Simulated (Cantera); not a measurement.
A freely propagating, adiabatic, planar premixed flame of 2.39 % CH4, 0.789 % C2H6, 2.39 % C3H8, 15.0 % O2, 56.5 % N2, 23.0 % CO2, unburnt at 300 K and 165 Torr; mixture-averaged transport, grid criteria slope 0.08 and curve 0.16, no radiation.

Cantera simulation using GRI-Mech 3.0 (53 species, 325 reactions); the numbers are that mechanism's predictions, not measurements. Burning velocities carry a grid error of a few per cent, more on coarse grids.

Task: Predict: laminar burning velocity; thermal thickness; peak x(C2H); peak x(CH2O); peak x(CH2).

Result: 
```json
{
 "laminar_burning_velocity": "11.1 cm/s",
 "thermal_thickness": "4.00 mm",
 "peak x(C2H)": "1.41e-7",
 "peak x(CH2O)": "0.000894",
 "peak x(CH2)": "1.08e-5"
}
```
